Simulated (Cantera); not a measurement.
An adiabatic, constant-volume homogeneous reactor starts with H₂ : O₂ : N₂ = 1 : 1.11 : 4.18 (molar parts), at 1775 K and 5.00 bar. Integrator tolerance rtol = 1e-08.

Detailed kinetics in Cantera: the H2/O2 subset of GRI-Mech 3.0, which has no nitrogen chemistry. The hydrogen kinetics of GRI-Mech 3.0 are dated; newer H2 mechanisms differ, most at raised pressure.

### Question
What does this change do: N2 4.18 to 12 parts?

### Answer
```json
[
 {"quantity": "time of steepest temperature rise", "before": "1.43 µs", "after": "3.29 µs"},
 {"quantity": "temperature at 0.500 s", "before": "2867 K", "after": "2364 K"},
 {"quantity": "equilibrium temperature", "before": "2867 K", "after": "2364 K"},
 {"quantity": "x(H₂) at 0.500 s", "before": "0.00500 (gas-phase equilibrium 0.00500)", "after": "0.000400 (gas-phase equilibrium 0.000400)"},
 {"quantity": "x(O₂) at 0.500 s", "before": "0.0969 (gas-phase equilibrium 0.0969)", "after": "0.0439 (gas-phase equilibrium 0.0439)"},
 {"quantity": "x(O) at 0.500 s", "before": "0.00800 (gas-phase equilibrium 0.00800)", "after": "0.000592 (gas-phase equilibrium 0.000592)"},
 {"quantity": "x(H) at 0.500 s", "before": "0.00267 (gas-phase equilibrium 0.00267)", "after": "0.000106 (gas-phase equilibrium 0.000106)"},
 {"quantity": "x(H₂O) at 0.500 s", "before": "0.152 (gas-phase equilibrium 0.152)", "after": "0.0713 (gas-phase equilibrium 0.0713)"},
 {"quantity": "x(OH) at 0.500 s", "before": "0.0241 (gas-phase equilibrium 0.0241)", "after": "0.00331 (gas-phase equilibrium 0.00331)"},
 {"quantity": "x(HO₂) at 0.500 s", "before": "3.76e-5 (gas-phase equilibrium 3.76e-5)", "after": "4.08e-6 (gas-phase equilibrium 4.08e-6)"}
]
```

### Question
What does this change do: initial temperature 1775 to 1025 K?

### Answer
```tsv
quantity	before	after
time of steepest temperature rise	1.43 µs	7.32 ms
temperature at 0.500 s	2867 K	2407 K
equilibrium temperature	2867 K	2407 K
x(H₂) at 0.500 s	0.00500 (gas-phase equilibrium 0.00500)	0.000597 (gas-phase equilibrium 0.000597)
x(O₂) at 0.500 s	0.0969 (gas-phase equilibrium 0.0969)	0.103 (gas-phase equilibrium 0.103)
x(O) at 0.500 s	0.00800 (gas-phase equilibrium 0.00800)	0.000885 (gas-phase equilibrium 0.000885)
x(H) at 0.500 s	0.00267 (gas-phase equilibrium 0.00267)	0.000123 (gas-phase equilibrium 0.000123)
x(H₂O) at 0.500 s	0.152 (gas-phase equilibrium 0.152)	0.168 (gas-phase equilibrium 0.168)
x(OH) at 0.500 s	0.0241 (gas-phase equilibrium 0.0241)	0.00643 (gas-phase equilibrium 0.00643)
x(HO₂) at 0.500 s	3.76e-5 (gas-phase equilibrium 3.76e-5)	1.54e-5 (gas-phase equilibrium 1.54e-5)
```
